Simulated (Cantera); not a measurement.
A freely propagating, adiabatic, planar premixed flame of H2 : O2 : N2 = 1 : 0.649 : 2.44 (molar parts), equivalence ratio 0.77, unburnt at 575 K and 0.132 atm; mixture-averaged transport, grid criteria slope 0.08 and curve 0.16, no radiation.

Computed with Cantera and the H2/O2 subset of GRI-Mech 3.0, which has no nitrogen chemistry. Burning velocities carry a grid error of a few per cent, more on coarse grids.

Problem. Predict: laminar burning velocity; thermal thickness; peak x(O); peak x(H2O2); peak x(H).

Solution. 
| Quantity | Result |
|---|---|
| laminar burning velocity | 473 cm/s |
| thermal thickness | 6.36 mm |
| peak x(O) | 0.0173 |
| peak x(H2O2) | 1.54e-6 |
| peak x(H) | 0.0644 |
